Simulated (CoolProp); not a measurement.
Vapour-liquid equilibrium of CH2F2 (R32) (1) + propylene (2) at 1170 kPa; x and y are mole fractions of (1).

The numbers come from the multi-fluid Helmholtz-energy mixture model, Tillner-Roth 1997 and Lemmon 2013; pair parameters Bell 2016 in CoolProp.

```tsv
x	bubble temperature (K)	y at the bubble point	dew temperature at overall composition x (K)	liquid density (mol/L)
0.05	293.9	0.133	296.9	12.33
0.15	287.3	0.312	293.3	12.90
0.25	283.5	0.423	289.6	13.44
0.35	281.2	0.498	286.0	13.98
0.45	279.8	0.555	282.6	14.57
0.55	279.1	0.603	279.9	15.24
0.65	278.9	0.650	278.9	16.00
0.75	279.2	0.705	279.7	16.88
0.85	280.2	0.780	281.6	17.87
0.95	282.8	0.904	283.8	18.93
```

y crosses x between x = 0.65 and 0.75: the model has an azeotrope there.

Pair parameters are fitted to limited data, so mixtures are less certain than the pure fluids.
